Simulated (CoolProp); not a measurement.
Saturation properties of decamethylcyclopentasiloxane (D5).

Model: reference Helmholtz-energy equation of state, Thol 2019, in CoolProp.

| T (°C) | p (bar) | liquid cp (kJ/(kg K)) | vapour Z |
|---|---|---|---|
| 32.95 | 0.0003779 | 1.719 | 0.9998 |
| 35.75 | ___ | 1.722 | 0.9998 |
| 38.45 | 0.0005858 | 1.725 | 0.9997 |
| 41.25 | ___ | 1.728 | 0.9997 |
| 44.05 | ___ | 1.731 | 0.9996 |
| 46.85 | ___ | 1.734 | 0.9995 |
| 49.55 | 0.001335 | 1.737 | 0.9995 |
| 52.35 | 0.001623 | 1.741 | 0.9994 |
| 55.15 | ___ | 1.744 | 0.9993 |
| 57.95 | 0.002369 | 1.747 | 0.9991 |
| 60.65 | 0.002826 | ___ | 0.9990 |
| 63.45 | 0.003378 | 1.754 | 0.9989 |
| 66.25 | 0.004023 | 1.758 | 0.9987 |

Problem. What belongs in the gaps?

Solution. 
- 35.75, p (bar): 0.0004737
- 41.25, p (bar): 0.0007264
- 44.05, p (bar): 0.0008962
- 46.85, p (bar): 0.001100
- 55.15, p (bar): 0.001966
- 60.65, liquid cp (kJ/(kg K)): 1.751

It boils at 210.9 °C under 1 atm.
